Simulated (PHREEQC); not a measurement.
A solution holds 0.0021 mol/kgw Cu(BF4)2, at 25 °C. Closed to the air; pH follows from the charge balance.

Model: ion-association model, phreeqc.dat, run in PHREEQC.

No solid was allowed to form.

**Question.** Order these B species by the share of B that they hold, largest first: BF4-, BF2(OH)2-, BF3OH-, H3BO3.

**Answer.** BF4- (62 %), H3BO3 (25 %), BF3OH- (8.3 %), BF2(OH)2- (4.1 %)

**Question.** Order these F species by the share of F that they hold, largest first: BF3OH-, HF, BF2(OH)2-, BF4-, F-.

**Answer.** BF4- (62 %), HF (16 %), F- (12 %), BF3OH- (6.2 %), BF2(OH)2- (2.0 %)

The pH is 3.00 and the ionic strength 0.00726 mol/kgw. Real BF4- forms and hydrolyses slowly; the run takes it at equilibrium.
